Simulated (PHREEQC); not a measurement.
# Ultrapure water in contact with air or piping: speciation

Synthetic water in mmol/kgw, 25 °C, pH 5.79, pe -1.6:

```json
[
 {"constituent": "Na", "mmol/kgw": "0.000422"},
 {"constituent": "K", "mmol/kgw": "1.21e-07"},
 {"constituent": "Ca", "mmol/kgw": "0.000177"},
 {"constituent": "Mg", "mmol/kgw": "0.000162"},
 {"constituent": "Cl", "mmol/kgw": "0.000677"},
 {"constituent": "S(6)", "mmol/kgw": "9.32e-05"},
 {"constituent": "Alkalinity (meq/kgw)", "mmol/kgw": "0.000204"},
 {"constituent": "Li", "mmol/kgw": "4e-07"},
 {"constituent": "Fe(2)", "mmol/kgw": "1.42e-06"}
]
```

Na is adjusted to close the charge balance.
Valence states are taken as typed.

Equilibrium calculation in PHREEQC: ion-association model, phreeqc.dat.

```json
{
  "ionic_strength": "3.13e-6 mol/kgw"
}
```

| species | molality | activity | log γ |
|---|---|---|---|
| CO2 | 6.63e-6 | 6.63e-6 | 0.000 |
| HCO3- | 1.82e-6 | 1.82e-6 | -0.001 |
| H+ | 1.62e-6 | 1.62e-6 | -0.001 |
| Cl- | 6.77e-7 | 6.76e-7 | -0.001 |
| Na+ | 3.86e-7 | 3.85e-7 | -0.001 |
| Ca+2 | 1.77e-7 | 1.76e-7 | -0.004 |
| Mg+2 | 1.62e-7 | 1.61e-7 | -0.004 |
| SO4-2 | 9.32e-8 | 9.24e-8 | -0.004 |
| OH- | 6.25e-9 | 6.24e-9 | -0.001 |
| Fe+2 | 1.42e-9 | 1.41e-9 | -0.004 |

Precipitation was switched off in this run. Species that the database lacks are ignored.
